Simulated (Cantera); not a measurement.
An isothermal, constant-pressure homogeneous reactor starts with 50.0 % C2H6, 50.0 % N2, at 1525 K and 20.0 Torr.

Detailed kinetics in Cantera: GRI-Mech 3.0 (53 species, 325 reactions). GRI-Mech 3.0 stops at C3 and has no aromatics, soot or wall deposition, so with more carbon than oxygen in the feed, carbon stays in small species such as C2H2 where larger ones or solid carbon would form. Radical loss at walls, strong at low pressure, is not modelled.

x: mole fraction; the columns are a selection and need not sum to one.

```
t (s)       x C2H6    x C2H2     x CH3       x H     x HCN    x C2H4      x H2
--------  --------  --------  --------  --------  --------  --------  --------
5.00e-6      0.499  5.51e-12  0.000895   6.35e-7    <1e-12   1.33e-6   1.36e-6
1.39e-5      0.498  4.16e-10   0.00240   5.01e-6    <1e-12   2.70e-5   2.59e-5
3.87e-5      0.493   7.23e-8   0.00598   3.76e-5  2.31e-11  0.000554  0.000554
0.000108     0.468   1.89e-5    0.0129  0.000171       ___   0.00894   0.00840
0.000300     0.364   0.00131    0.0222  0.000331       ___    0.0602    0.0526
0.000834     0.166    0.0159    0.0187  0.000436       ___     0.154     0.143
0.00232     0.0254    0.0637   0.00752  0.000433   5.86e-8     0.175     0.226
0.00646    0.00165     0.118   0.00190  0.000178   6.19e-8     0.123     0.281
0.0180    0.000152     0.152  0.000621   6.63e-5   6.03e-8    0.0813     0.311
0.0500     3.33e-5     0.178  0.000307   3.60e-5   5.86e-8    0.0479     0.333
0.139      2.69e-5     0.204  0.000291   3.77e-5   5.68e-8    0.0157     0.355
0.387      3.07e-5     0.216  0.000322   4.59e-5   5.64e-8   0.00157     0.370
1.08       2.48e-5     0.221  0.000293   4.95e-5   5.76e-8   0.00109     0.386
3.00       1.47e-5     0.229  0.000231   5.74e-5   6.13e-8  0.000899     0.416
```

Some entries are withheld; supply them.


- 0.000108, x HCN: 3.14e-9
- 0.000300, x HCN: 2.03e-8
- 0.000834, x HCN: 4.26e-8
